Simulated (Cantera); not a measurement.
Mixture: H2 : O2 : N2 = 1 : 0.294 : 1.06 (molar parts), equivalence ratio 1.7, at 1300000 Pa, adiabatic and at constant volume. Ignition delay is the time to a rise of 400 K.

Detailed kinetics in Cantera: GRI-Mech 3.0 (53 species, 325 reactions). The hydrogen kinetics of GRI-Mech 3.0 are dated; newer H2 mechanisms differ, most at raised pressure. The pressure lies above the range GRI-Mech 3.0 was tuned for (to about 10 atm). Where the delays flatten at high temperature, the 400 K rule measures the pace of heat release, not the induction time.

### Question
Predict: delay at 1150 K; delay at 1300 K; delay at 1450 K; delay at 1600 K; delay at 1750 K; apparent activation energy between 1675 and 1825 K.

### Answer
```
Property                                               Result
--------------------------------------------------  ---------
delay at 1150 K                                      0.236 ms
delay at 1300 K                                       6.38 µs
delay at 1450 K                                       1.48 µs
delay at 1600 K                                      0.791 µs
delay at 1750 K                                      0.521 µs
apparent activation energy between 1675 and 1825 K  60 kJ/mol
```
